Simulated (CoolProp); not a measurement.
Computed with CoolProp (reference Helmholtz-energy equation of state, Lemmon 2006). It is a short technical equation, of lower accuracy than the large ones.

For C2F6 (R116), give the phase and the speed of sound (m/s), viscosity (µPa s), conductivity (mW/(m K)) at 303.7 K and 22.9 bar.


- 303.7 K and 22.9 bar: gas; speed of sound 109, viscosity 16.1, conductivity 17.7

Viscosity comes from a separate model (Huber 2003), an estimate that may be off by 10 % or more. Thermal conductivity comes from a separate model (Huber 2003), an estimate that may be off by 10 % or more.
